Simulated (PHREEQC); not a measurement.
## Copper plating or etch bath: speciation

Solution (67 °C): 2.75 mmol/kgw CuSO4, 13 mmol/kgw HBF4 and 6.1 mmol/kgw NaCl. Closed to the air; pH follows from the charge balance.

Equilibrium calculation in PHREEQC: ion-association model, phreeqc.dat.

No solid was allowed to form.

### Question
Predict the pH, ionic strength.

### Answer
pH 2.09; ionic strength 0.0237 mol/kgw.

### Question
In which forms is S present?

### Answer
HSO4- 54 %, SO4-2 38 %, CuSO4 7.1 %, NaSO4- 0.8 % of the S.

Complexes and solids missing from the database can't appear. At this temperature some constants are extrapolated from 25 °C, and those without enthalpy data are left unchanged. Real BF4- forms and hydrolyses slowly; the run takes it at equilibrium.
